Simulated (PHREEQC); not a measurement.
# Alkaline etch or developer: speciation

Dissolve 16 mmol/kgw TMAH, 0.11 mmol/kgw H4SiO4 and 19 mmol/kgw K2CO3 at 34 °C. Closed to the air; pH follows from the charge balance.

The numbers come from PHREEQC with the ion-association model, phreeqc.dat.

Each row changes one thing in this solution. This is a speciation only: nothing precipitates in the calculation.

```
case                                                pH  ionic strength (mol/kgw)  H3SiO4- (mol/kgw)  H2SiO4-2 (mol/kgw)  SI of Quartz (SiO2)
-----------------------------------------------  -----  ------------------------  -----------------  ------------------  -------------------
as made                                          11.81                    0.0727            9.56e-5             1.38e-5                -2.38
diluted 5-fold with water                        11.20                       ___            2.09e-5             5.48e-7                -2.37
K2CO3 from 0.019 to 0.0209 mol/kgw               11.81                       ___            9.55e-5             1.40e-5                -2.38
K2CO3 replaced by K2SO4 at the same molality     11.81                       ___            9.59e-5             1.36e-5                -2.37
K2CO3 left out                                   11.85                       ___            9.75e-5             1.19e-5                -2.37
H4SiO4 replaced by Na2SiO3 at the same molality  11.82                       ___            9.54e-5             1.40e-5                -2.39
```

Question: Some entries are withheld; supply them.

Answer: 
- diluted 5-fold with water, ionic strength (mol/kgw): 0.0143
- K2CO3 from 0.019 to 0.0209 mol/kgw, ionic strength (mol/kgw): 0.0784
- K2CO3 replaced by K2SO4 at the same molality, ionic strength (mol/kgw): 0.0690
- K2CO3 left out, ionic strength (mol/kgw): 0.0160
- H4SiO4 replaced by Na2SiO3 at the same molality, ionic strength (mol/kgw): 0.0729

(CH3)4N+ isn't in the database: it is added as a free cation with an ion size of 4 Å.
